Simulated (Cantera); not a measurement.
Cantera run:

```python
import numpy as np
import cantera as ct

gas_names = """
    CL CL2 Fe FeCL FeCL2 FeCL3 Fe2CL4 Fe2CL6 H HCL H2
""".split()
cond_names = """
    Fe(a) Fe(c) Fe(d) Fe(L) FeCL2(s) FeCL2(L) FeCL3(s) FeCL3(L)
""".split()


# ... load() reads the species with a 1 bar reference pressure and builds the phases ...
atoms = {
    'FeCl3': {'Fe': 1, 'CL': 3},
    'H2': {'H': 2},
}
top_T = {}  # K; cautious upper limits of use, not melting points


# ... equilibrate(T, P, feed) seeds the gas with the atoms and calls Mixture.equilibrate('TP', solver="vcs", rtol=1e-11, max_steps=5000) ...
results = []
feed = {'FeCl3': 1, 'H2': 8}  # mol
P = 0.14  # Pa
for T in [1025, 1100, 1175, 1250, 1325, 1400, 1475, 1550]:
    mix = equilibrate(T, P, feed)
    results.append((T, P, feed, dict(zip(mix.species_names, mix.species_moles))))

top = {s: max(r[3][s] / sum(r[3][g] for g in gas_names) for r in results) for s in gas_names}
cols = sorted((s for s in top if top[s] > 1e-06), key=lambda s: -top[s])[:5]
seen = [c for c in cond_names if any(r[3].get(c, 0) > 1e-12 for r in results)]
print("log10 of partial pressures in bar; condensed amounts in mol")
print(f"{'T/K':>10s}" + "".join(f"{s[:9]:>10s}" for s in cols + seen))
for T, P, feed, n in results:
    ng = sum(n[g] for g in gas_names)
    print(f"{T:10.4g}" + "".join(f"{np.log10(max(n[s] / ng * P / 1e5, 1e-99)):10.3f}" for s in cols)
          + "".join(f"{n.get(c, 0):10.4g}" for c in seen))
```

It prints:

```
log10 of partial pressures in bar; condensed amounts in mol
       T/K        H2       HCL        Fe     FeCL2         H     Fe(a)     Fe(c)
      1025    -6.006    -6.417   -13.308    -7.531   -11.364    0.8004         0
      1100    -6.002    -6.433   -11.899    -7.435   -10.589    0.7507         0
      1175    -5.999    -6.450   -10.677    -7.360    -9.911    0.7035         0
      1250    -5.997    -6.466    -9.606    -7.300    -9.314         0    0.6584
      1325    -5.995    -6.483    -8.659    -7.253    -8.784         0    0.6048
      1400    -5.998    -6.503    -7.815    -7.217    -8.312         0    0.4778
      1475    -6.021    -6.532    -7.101    -7.230    -7.898         0         0
      1550    -6.052    -6.470    -6.971    -7.568    -7.528         0         0
```

Equilibrium computed with Cantera from the NASA thermochemical tables; the gas is ideal and each condensed phase is pure.
